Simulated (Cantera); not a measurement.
Mixture: CH3OH : O2 : N2 : CO2 = 1 : 1.25 : 4.7 : 0.12 (molar parts), at 10.0 bar, adiabatic and at constant pressure. Ignition delay is the time to a rise of 400 K.

Computed with Cantera and GRI-Mech 3.0 (53 species, 325 reactions). GRI-Mech 3.0 was tuned for natural gas; its chemistry of methanol as a main component is partial and can be far from experiment.

Question: Predict: delay at 1250 K; delay at 1450 K; delay at 1650 K; delay at 1850 K; delay at 2050 K; apparent activation energy between 1950 and 2150 K.

Answer: 
```json
{
 "delay at 1250 K": "0.637 ms",
 "delay at 1450 K": "48.3 µs",
 "delay at 1650 K": "8.14 µs",
 "delay at 1850 K": "2.23 µs",
 "delay at 2050 K": "0.839 µs",
 "apparent activation energy between 1950 and 2150 K": "150 kJ/mol"
}
```
